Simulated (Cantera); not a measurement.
A Cantera script and its output.

```python
import numpy as np
import cantera as ct

gas = ct.Solution("gri30.yaml")


def delay(T, t_max=10):
    gas.TPX = T, 500000, {'CO': 1, 'H2': 1.1, 'O2': 1.54, 'N2': 5.81}
    reactor = ct.IdealGasReactor(gas, clone=False)
    net = ct.ReactorNet([reactor])
    net.rtol, net.atol = 1e-8, 1e-16
    while net.time < t_max:
        t_old, T_old = net.time, reactor.T
        net.step()
        if reactor.T > T + 400:  # ignition: a rise of 400 K
            return t_old + (T + 400 - T_old) / (reactor.T - T_old) * (net.time - t_old)
    return np.nan


taus = []
for T in [1073, 1148, 1223, 1298, 1373, 1448, 1523, 1598, 1673, 1748]:
    taus.append(delay(T))
    print(f"T0 = {T:6g} K   tau = {taus[-1]:.4e} s")
```

Result:

```
T0 =   1073 K   tau = 4.8686e-04 s
T0 =   1148 K   tau = 4.1116e-05 s
T0 =   1223 K   tau = 1.4301e-05 s
T0 =   1298 K   tau = 8.2948e-06 s
T0 =   1373 K   tau = 5.7201e-06 s
T0 =   1448 K   tau = 4.3255e-06 s
T0 =   1523 K   tau = 3.4829e-06 s
T0 =   1598 K   tau = 2.9463e-06 s
T0 =   1673 K   tau = 2.5979e-06 s
T0 =   1748 K   tau = 2.3742e-06 s
```

Computed with Cantera and GRI-Mech 3.0 (53 species, 325 reactions). The hydrogen kinetics of GRI-Mech 3.0 are dated; newer H2 mechanisms differ, most at raised pressure. Where the delays flatten at high temperature, the 400 K rule measures the pace of heat release, not the induction time.
